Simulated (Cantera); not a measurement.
Feed: 1 mol SiCl4, 0.077 mol Cl2, 49 mol N2, equilibrated at 1073 K and 13000 Pa.

Method: chemical equilibrium by Gibbs-energy minimisation in Cantera with the NASA 1993 tables (ideal gas, pure condensed phases). Candidate condensed phases: Si, Si3N4; 13 gas species. The numbers say what is thermodynamically allowed, not how fast it happens.

Base state: N2 0.978, SiCl4 0.0200, Cl2 0.00148, Cl 0.000115 (mole fractions); condensed: gas only.

Question: What changes in the equilibrium state with this change: temperature from 1073 K to 1675 K?

Answer: 
```json
[
 {"species": "N2", "before": "0.978", "after": "0.975"},
 {"species": "SiCl4", "before": "0.0200", "after": "0.0183"},
 {"species": "Cl", "before": "0.000115", "after": "0.00473"},
 {"species": "SiCl2", "before": "<1e-9", "after": "0.000229"},
 {"species": "SiCl3", "before": "8.66e-9", "after": "0.00142"},
 {"species": "Cl2", "before": "0.00148", "after": "0.000103"}
]
```
The tables' values for SiCl3 are old estimates; treat these amounts as uncertain.
